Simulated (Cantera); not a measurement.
Cantera run:

```python
import numpy as np
import cantera as ct

gas_names = [...]  # 95 gases of nasa_gas.yaml made of C, F, H
cond_names = """
    C(gr) C6H6(L) C7H8(L) C8H18(L),n-octa
""".split()


# ... load() reads the species with a 1 bar reference pressure and builds the phases ...
atoms = {
    'CH3F': {'C': 1, 'H': 3, 'F': 1},
    'H2': {'H': 2},
}
top_T = {'C(gr)': 4500}  # K; cautious upper limits of use, not melting points


# ... equilibrate(T, P, feed) seeds the gas with the atoms and calls Mixture.equilibrate('TP', solver="vcs", rtol=1e-11, max_steps=5000) ...
results = []
feed = {'CH3F': 1, 'H2': 1.1}  # mol
T = 1375  # K
P = 133.322  # Pa
mix = equilibrate(T, P, feed)
results.append((T, P, feed, dict(zip(mix.species_names, mix.species_moles))))
x = sorted(zip(gas.X, gas.species_names), reverse=True)
print(f"T = {T:g} K  P = {P:g} Pa  gas = {mix.phase_moles(0):.4g} mol")
print("   x: " + "  ".join(f"{s} {v:.3e}" for v, s in x if v > 1e-06))
print("   condensed (mol): " + ("  ".join(f"{mix.phase(i).name} {mix.phase_moles(i):.4g}"
      for i in range(1, mix.n_phases) if mix.phase_moles(i) > 1e-12) or "none"))
```

Result:

```
T = 1375 K  P = 133.322 Pa  gas = 3.1 mol
   x: H2 6.773e-01  HF 3.226e-01  H 7.723e-05  CH4 3.044e-06  C2H2,acetylene 1.204e-06
   condensed (mol): C(gr) 1
```

Equilibrium computed with Cantera from the NASA thermochemical tables; the gas is ideal and each condensed phase is pure.
